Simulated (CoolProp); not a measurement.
A closed Brayton cycle with dry air: compressor inlet 331.15 K and 2.7 MPa, high pressure 8.21 MPa, turbine inlet 970 K, compressor efficiency 0.8, turbine efficiency 0.9, recuperator effectiveness 0 (on enthalpy, no pinch check). Each further row changes one setting.

Model: reference Helmholtz-energy equation of state, Lemmon 2000, in CoolProp. It is a pseudo-pure fit of the blend.

```tsv
case	thermal efficiency (%)	net work (kJ/kg)	compressor to turbine work	compressor exit (K)	turbine exit (K)
as stated	16.7	88.9	0.64	485.6	751.8
turbine inlet 920 K	16.0	___	___	485.6	711.4
compressor inlet 341.15 K	16.2	84.0	0.66	___	751.8
high pressure 6.98 MPa	___	83.4	0.61	460.1	___
recuperator effectiveness 0.5	22.8	88.9	0.64	485.6	751.8
```

Problem. Complete the blanks.

Solution. 
- turbine inlet 920 K, net work (kJ/kg): 76.0
- turbine inlet 920 K, compressor to turbine work: 0.67
- compressor inlet 341.15 K, compressor exit (K): 500.0
- high pressure 6.98 MPa, thermal efficiency (%): 14.9
- high pressure 6.98 MPa, turbine exit (K): 780.4
